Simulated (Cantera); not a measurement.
An adiabatic, constant-volume homogeneous reactor starts with CO : H2 : CH4 : O2 : N2 = 1 : 0.51 : 0.98 : 3.19 : 12 (molar parts), at 1423 K and 2.10 bar. Integrator tolerance rtol = 1e-08.

Model: GRI-Mech 3.0 (53 species, 325 reactions), integrated in Cantera.

Task: How do the results move with these cheaper or finer settings: rtol 1e-08 to 0.01; rtol 1e-08 to 1e-05?

Result: 
```csv
setting,time of steepest temperature rise,temperature at 0.300 s,equilibrium temperature,x(CO) at 0.300 s,integrator steps
as above,0.173 ms,2890 K,2890 K,0.0404,1812
rtol 1e-08 to 0.01,0.129 ms,2889 K,2890 K,0.0403,410
rtol 1e-08 to 1e-05,0.173 ms,2890 K,2890 K,0.0404,987
```
